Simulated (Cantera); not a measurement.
## Thermodynamics of hydrogen reduction and annealing atmospheres, feed SiO2 + H2 + H2O

Input: 1 mol SiO2, 3 mol H2, 0.39 mol H2O, held at 2148.15 K and 0.630 bar.

Cantera equilibrium calculation (NASA polynomials, part measured and part estimated; ideal gas, pure solids and liquids). Candidate condensed phases: H2O, Si, SiO2; 18 gas species. The tables hold silica as quartz up to 1696 K and as liquid above; real silica turns to tridymite and cristobalite and melts near 1996 K. Gases not in the tables: Si(OH)4. Equilibrium is a limit: real reactors are often held back by kinetics, nucleation or transport.

| Property | Result |
|---|---|
| x(H2) | 0.867 |
| x(H2O) | 0.121 |
| x(SiO) | 0.00700 |
| x(H) | 0.00489 |
| x(OH) | 8.78e-5 |
| x(SiO2) | 4.34e-6 |
| n(SiO2(l)) | 0.976 mol |
| gas amount | 3.422 mol |
| log10 activity of Si(l) (absent) | -4.82 |
